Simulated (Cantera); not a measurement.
## Transport properties of process gases

Gas mixture: 75.9 % C2H6, 24.1 % N2, at 1.00 bar, frozen composition.

Cantera's kinetic-theory transport with the Lennard-Jones parameters of GRI-Mech 3.0, ideal gas; thermal conductivity in the multicomponent form. The composition is frozen, though it would react at the higher temperatures.

```json
[
 {"T (K)": "400", "ρ (kg/m³)": "0.889", "cp (J/kg/K)": "1911", "μ (µPa s)": "14.1", "λ (mW/m/K)": "34.9", "Pr": "0.770", "D (cm²/s) NH3": "0.283", "D (cm²/s) H2": "1.02", "D (cm²/s) C2H2": "0.217"},
 {"T (K)": "650", "ρ (kg/m³)": "0.547", "cp (J/kg/K)": "2676", "μ (µPa s)": "20.9", "λ (mW/m/K)": "71.9", "Pr": "0.777", "D (cm²/s) NH3": "0.709", "D (cm²/s) H2": "2.32", "D (cm²/s) C2H2": "0.523"},
 {"T (K)": "900", "ρ (kg/m³)": "0.395", "cp (J/kg/K)": "3222", "μ (µPa s)": "26.6", "λ (mW/m/K)": "110", "Pr": "0.778", "D (cm²/s) NH3": "1.28", "D (cm²/s) H2": "4.00", "D (cm²/s) C2H2": "0.923"},
 {"T (K)": "1150", "ρ (kg/m³)": "0.309", "cp (J/kg/K)": "3641", "μ (µPa s)": "31.6", "λ (mW/m/K)": "148", "Pr": "0.777", "D (cm²/s) NH3": "1.97", "D (cm²/s) H2": "6.02", "D (cm²/s) C2H2": "1.40"},
 {"T (K)": "1400", "ρ (kg/m³)": "0.254", "cp (J/kg/K)": "3935", "μ (µPa s)": "36.1", "λ (mW/m/K)": "183", "Pr": "0.776", "D (cm²/s) NH3": "2.77", "D (cm²/s) H2": "8.35", "D (cm²/s) C2H2": "1.96"},
 {"T (K)": "1650", "ρ (kg/m³)": "0.216", "cp (J/kg/K)": "4148", "μ (µPa s)": "40.3", "λ (mW/m/K)": "216", "Pr": "0.775", "D (cm²/s) NH3": "3.68", "D (cm²/s) H2": "11.0", "D (cm²/s) C2H2": "2.58"}
]
```
D: mixture-averaged diffusion coefficient of that species in the mixture.
